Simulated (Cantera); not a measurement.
Predominance diagram of Mg at 1552 °C against the partial pressures of O₂ and F₂ (log10, bar). Standard-state values (1 bar) from the NASA 1993 polynomials, evaluated with Cantera. Candidates: Mg(l), MgF₂(l), MgO(s). Only these pure phases compete in this equilibrium. Not in the tables: oxide halides.

```
log p(F₂) \ log p(O₂)
        columns: -14, -13.3, -12.6, -11.9, -11.2, -10.5, -9.8, -9.1, -8.4, -7.7, -7, -6.3, -5.6, -4.9, -4.2, -3.5, -2.8, -2.1, -1.4, -0.7, 0
      0  A A A A A A A A A A A A A A A A A A A A A
   -1.7  A A A A A A A A A A A A A A A A A A A A A
   -3.4  A A A A A A A A A A A A A A A A A A A A A
   -5.1  A A A A A A A A A A A A A A A A A A A A A
   -6.8  A A A A A A A A A A A A A A A A A A A A A
   -8.5  A A A A A A A A A A A A A A A A A A A A A
  -10.2  A A A A A A A A A A A A A A A A A A A A A
  -11.8  A A A A A A A A A A A A A A A A A A A A A
  -13.5  A A A A A A A A A A A A A A A A B B B B B
  -15.2  A A A A A A A A A A A A B B B B B B B B B
  -16.9  A A A A A A A B B B B B B B B B B B B B B
  -18.6  A A B B B B B B B B B B B B B B B B B B B
  -20.3  B B B B B B B B B B B B B B B B B B B B B
    -22  B B B B B B B B B B B B B B B B B B B B B
```

A: MgF₂(l); B: MgO(s).
